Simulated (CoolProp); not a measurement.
The fluoroketone C6F12O (FK-5-1-12) along the isotherm 39.25 °C: density (kg/m³) from the reference equation and from simpler models built on Tc = 168.7 °C, pc = 1.869 MPa, ω = 0.471; each cubic takes its own stable root.

The numbers come from the reference Helmholtz-energy equation of state, McLinden 2015 in CoolProp.

```
p (MPa)   phase  reference  van der Waals  Soave-Redlich-Kwong  Peng-Robinson
-------  ------  ---------  -------------  -------------------  -------------
0.00296     gas     0.3609         0.3605               0.3608         0.3608
0.00673     gas     0.8226         0.8208               0.8221         0.8222
0.0153      gas      1.881          1.872                1.878          1.879
0.0348      gas      4.338          4.288                4.323          4.327
0.0793   liquid       1558          9.938                 1422           1609
0.18     liquid       1559          23.52                 1423           1610
0.411    liquid       1560          912.5                 1426           1612
0.935    liquid       1563          924.3                 1431           1617
```

At some of these states van der Waals gives the other phase, because its saturation line lies elsewhere.
